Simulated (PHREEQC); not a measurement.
A solution holds 0.18 mol NH3 and 0.00069 mol Na2SiO3 per kg of water, at 25 °C and 500 atm. It is in equilibrium with CO2 at log p = 0 (atm). Otherwise closed; pH follows from the charge balance.

Equilibrium calculation in PHREEQC: ion-association model, phreeqc.dat.

```csv
quantity,before,after
pH,7.03,7.31
NaHCO3 (mol/kgw),0.000116,0.000190
```

### Question
Name the change that produced these shifts.
A) NH3 from 0.18 to 0.36 mol/kgw
B) Na2SiO3 from 0.00069 to 0.00103 mol/kgw
C) diluted 10-fold with water
D) Na2SiO3 replaced by NaBF4 at the same molality
E) NH3 left out

### Answer
A, NH3 from 0.18 to 0.36 mol/kgw

No solid was allowed to form. Some of these states are supersaturated (in Quartz (slow to form), Chalcedony (slow to form), for instance). Under pressure, the constants of complexes without a molar volume in the database are unreliable. Carbamate, which ammonia and carbonate form, is missing from the database.
